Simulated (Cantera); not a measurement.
Feed: 1 mol FeS, 0.29 mol SO3, 4.9 mol CO2, held at 0.0100 bar.

Cantera equilibrium calculation (NASA polynomials, part measured and part estimated; ideal gas, pure solids and liquids). Candidate condensed phases: C, Fe, Fe(CO)5, FeO, FeS, FeSO4, FeS2, Fe2O3, Fe2(SO4)3, Fe3O4, S; 25 gas species. Metal and sulfide melt together well below either melting point, which pure phases cannot show. Mutual solubility and eutectic melting of coexisting phases are not modelled. The tables' stoichiometric FeO is somewhat more stable than real wüstite, so its field is too wide. FeO, FeS: taken at fixed stoichiometry. Gases not in the tables: S3 to S7. Rates play no part.

Problem. Which condensed phases are stable at each of these points (T (°C)): 527, 627, 727, 827, 927, 1027, 1127?

Solution. 
```
T (°C)   condensed phases  Fe condensed (%)
------  -----------------  ----------------
527     FeS(s) + Fe3O4(s)             100.0
627     FeS(s) + Fe3O4(s)             100.0
727     FeS(s) + Fe3O4(s)             100.0
827     FeS(s) + Fe3O4(s)             100.0
927       FeO(s) + FeS(s)             100.0
1027      FeO(s) + FeS(s)             100.0
1127               FeO(s)             100.0
```

From 527 °C to 827 °C the condensed part is FeS(s) + Fe3O4(s). From 927 °C to 1027 °C the condensed part is FeO(s) + FeS(s). At 1127 °C the condensed part is FeO(s).
